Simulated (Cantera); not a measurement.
**Thermodynamics of carbothermic reduction, feed Ta₂O₅ + CH₄ + H₂**

A closed system holds: 1 mol Ta₂O₅, 0.31 mol CH₄, 1.3 mol H₂, at 30000 Pa.

Cantera equilibrium calculation (NASA polynomials, part measured and part estimated; ideal gas, pure solids and liquids). Candidate condensed phases: C, C₆H₆, C₇H₈, C₈H₁₈, H₂O, Ta, TaC, Ta₂O₅; 113 gas species. Mutual solubility and eutectic melting of coexisting phases are not modelled. TaC: taken at fixed stoichiometry. Condensed phases not in the tables: Ta₂C. Rates play no part.

From 875 °C to 900 °C the condensed part is C(graphite) + TaC(s) + Ta₂O₅(s). From 925 °C to 1150 °C the condensed part is TaC(s) + Ta₂O₅(s).

```tsv
T (°C)	log p H₂	log p CO	log p CH₄	log p H₂O	log p CO₂	log p H	log p C₂H₄	n C(graphite)	n TaC(s)	n Ta₂O₅(s)
875	-0.55	-1.78	-2.73	-3.65	-4.95	-7.42	-7.08	0.141	0.0452	0.977
900	-0.57	-1.55	-2.85	-3.57	-4.66	-7.21	-7.08	0.0250	0.0792	0.960
925	-0.57	-1.52	-3.07	-3.54	-4.62	-7.01	-7.30	0	0.0875	0.956
950	-0.57	-1.51	-3.29	-3.51	-4.61	-6.81	-7.56	0	0.0882	0.956
975	-0.57	-1.51	-3.51	-3.48	-4.61	-6.62	-7.81	0	0.0887	0.956
1000	-0.57	-1.51	-3.72	-3.46	-4.61	-6.43	-8.06	0	0.0889	0.956
1025	-0.57	-1.51	-3.92	-3.43	-4.62	-6.26	-8.29	0	0.0891	0.955
1050	-0.57	-1.51	-4.12	-3.41	-4.62	-6.09	-8.51	0	0.0893	0.955
1075	-0.57	-1.51	-4.30	-3.39	-4.62	-5.92	-8.73	0	0.0894	0.955
1100	-0.57	-1.51	-4.48	-3.37	-4.62	-5.76	-8.94	0	0.0894	0.955
1125	-0.57	-1.51	-4.66	-3.35	-4.62	-5.61	-9.14	0	0.0895	0.955
1150	-0.57	-1.51	-4.83	-3.33	-4.62	-5.46	-9.33	0	0.0896	0.955
```
log p: log10 of the partial pressure in bar; n: condensed amount in mol.
